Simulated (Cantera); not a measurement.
A freely propagating, adiabatic, planar premixed flame of 17.2 % CO, 4.47 % H2, 5.32 % CH4, 15.3 % O2, 57.7 % N2, unburnt at 475 K and 3.85 atm; multicomponent transport, grid criteria slope 0.08 and curve 0.16, no radiation.

Model: GRI-Mech 3.0 (53 species, 325 reactions), integrated in Cantera. Burning velocities carry a grid error of a few per cent, more on coarse grids.

x: mole fraction of selected species; z is measured from the peak of heat release.

```csv
z (mm),T (K),u (m/s),x CO,x H2,x CH4,x HCN,x C2H4,x HO2
-0.257,475,1.08,0.172,0.0444,0.0532,<1e-8,<1e-8,4.69e-8
-0.171,476,1.08,0.172,0.0437,0.0533,<1e-8,<1e-8,7.71e-7
-0.129,480,1.09,0.172,0.0428,0.0532,<1e-8,(withheld),(withheld)
-0.0857,517,1.17,0.172,0.0404,0.0524,1.06e-8,1.16e-6,5.32e-5
-0.0428,880,1.99,0.171,0.0356,0.0415,2.61e-7,2.78e-5,0.000407
-0.0214,1310,2.97,0.169,0.0328,0.0253,8.48e-7,8.28e-5,0.000286
0,(withheld),3.88,0.164,(withheld),(withheld),(withheld),8.52e-5,(withheld)
0.0214,1921,4.31,0.150,0.0234,0.000848,2.37e-6,9.29e-6,3.53e-5
0.0428,2004,4.45,0.134,0.0211,5.35e-5,1.36e-6,2.15e-7,1.52e-5
0.0857,2088,4.59,0.118,0.0215,2.63e-7,3.07e-7,<1e-8,7.20e-6
0.171,2170,4.74,0.112,0.0219,<1e-8,2.54e-8,<1e-8,3.79e-6
0.343,2240,4.88,0.110,0.0212,<1e-8,<1e-8,<1e-8,1.82e-6
0.685,2288,4.97,0.109,0.0207,<1e-8,<1e-8,<1e-8,6.92e-7
```

**Question.** Complete the blanks.

**Answer.** 
- -0.129, x C2H4: 7.14e-8
- -0.129, x HO2: 4.82e-6
- 0, T (K): 1717
- 0, x H2: 0.0286
- 0, x CH4: 0.00750
- 0, x HCN: 2.01e-6
- 0, x HO2: 0.000128
